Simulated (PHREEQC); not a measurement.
Make-up at 20 °C: 0.28 mol NH4HF2 and 0.024 mol H2SiF6 per kg of water. Closed to the air; pH follows from the charge balance.

Computed with PHREEQC (ion-association model, phreeqc.dat).

Q: The ionic strength comes out as 0.306 mol/kgw. What activity coefficients do NH4+, F-, H+, SiF6-2, HF2- get?

A: NH4+ 0.64, F- 0.67, H+ 0.78, SiF6-2 0.26, HF2- 0.73.

No solid was allowed to form. Species that the database lacks are ignored. SiF6-2 is the database's only silicon fluoride.
